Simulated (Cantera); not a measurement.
An adiabatic, constant-volume homogeneous reactor starts with CH4 : CO : O2 : N2 = 1 : 0.32 : 1.8 : 6.77 (molar parts), at 1498 K and 1.01 bar. Integrator tolerance rtol = 1e-08.

Computed with Cantera and GRI-Mech 3.0 (53 species, 325 reactions).

Question: What does this change do: initial temperature 1498 to 1225 K?

Answer: 
```tsv
quantity	before	after
time of steepest temperature rise	1.26 ms	40.1 ms
temperature at 8.00 s	2931 K	2861 K
equilibrium temperature	2931 K	2861 K
x(CH4) at 8.00 s	<1e-12 (gas-phase equilibrium <1e-12)	<1e-12 (gas-phase equilibrium <1e-12)
x(CO) at 8.00 s	0.0782 (gas-phase equilibrium 0.0782)	0.0726 (gas-phase equilibrium 0.0726)
x(O2) at 8.00 s	0.0115 (gas-phase equilibrium 0.0115)	0.00860 (gas-phase equilibrium 0.00860)
x(CH3) at 8.00 s	<1e-12 (gas-phase equilibrium <1e-12)	<1e-12 (gas-phase equilibrium <1e-12)
x(C2H) at 8.00 s	<1e-12 (gas-phase equilibrium <1e-12)	<1e-12 (gas-phase equilibrium <1e-12)
x(CO2) at 8.00 s	0.0472 (gas-phase equilibrium 0.0472)	0.0543 (gas-phase equilibrium 0.0543)
x(HO2) at 8.00 s	5.97e-6 (gas-phase equilibrium 5.97e-6)	4.55e-6 (gas-phase equilibrium 4.55e-6)
```
